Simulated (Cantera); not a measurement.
CO + H₂ + CO₂ (carbon deposition, reforming and gasification)

Charge: 1 mol CO, 12 mol H₂, a varied amount of CO₂, held at 1075 K and 0.0133 bar.

These are equilibrium values from Cantera (NASA tables, ideal gas, pure condensed phases), not measurements of a reactor. Candidate condensed phases: C, C₆H₆, C₇H₈, C₈H₁₈, H₂O; 110 gas species. Rates play no part.

From 0.024 mol CO₂ to 0.29 mol CO₂ nothing is condensed. The main C-bearing gas is CO throughout.

| n(CO₂) (mol) | x H₂ | x CO | x H₂O | x CO₂ | x CH₄ | x H |
|---|---|---|---|---|---|---|
| 0.024 | 0.920 | 0.0784 | 0.00172 | 0.000158 | 3.59e-5 | 1.22e-7 |
| 0.035 | 0.918 | 0.0792 | 0.00248 | 0.000230 | 2.50e-5 | 1.22e-7 |
| 0.05 | 0.916 | 0.0801 | 0.00352 | 0.000331 | 1.77e-5 | 1.22e-7 |
| 0.071 | 0.913 | 0.0814 | 0.00497 | 0.000477 | 1.26e-5 | 1.21e-7 |
| 0.1 | 0.909 | 0.0833 | 0.00696 | 0.000685 | 9.11e-6 | 1.21e-7 |
| 0.14 | 0.904 | 0.0858 | 0.00967 | 0.000988 | 6.63e-6 | 1.21e-7 |
| 0.21 | 0.894 | 0.0900 | 0.0143 | 0.00155 | 4.54e-6 | 1.20e-7 |
| 0.29 | 0.883 | 0.0948 | 0.0196 | 0.00226 | 3.38e-6 | 1.19e-7 |
x: gas mole fraction; nothing condenses.
